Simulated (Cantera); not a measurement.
Feed: 1 mol SiF4, 1.3 mol N2, at 1273.15 K and 10.0 Torr.

Method: chemical equilibrium by Gibbs-energy minimisation in Cantera with the NASA 1993 tables (ideal gas, pure condensed phases). Candidate condensed phases: Si, Si3N4; 16 gas species. Rates play no part.

Base state: N2 0.565, SiF4 0.435 (mole fractions); condensed: gas only.

Question: What changes in the equilibrium state with this change: SiF4 replaced by SiH2Cl2?

Answer: 
```json
[
 {"species": "HCl", "before": "0", "after": "0.430"},
 {"species": "N2", "before": "0.565", "after": "0.306"},
 {"species": "H2", "before": "0", "after": "0.173"},
 {"species": "SiF4", "before": "0.435", "after": "0"},
 {"species": "SiCl4", "before": "0", "after": "0.0782"},
 {"species": "SiCl3", "before": "0", "after": "0.00709"},
 {"species": "SiCl2", "before": "0", "after": "0.00421"},
 {"species": "Si3N4(s), mol", "before": "0", "after": "0.255"}
]
```
N2 is the only nitrogen source here; it is nearly inert below about 1500 K, so the nitride shown seldom forms there in practice. The tables' values for SiCl3 are old estimates; treat these amounts as uncertain. Further candidate phases: NH4Cl.
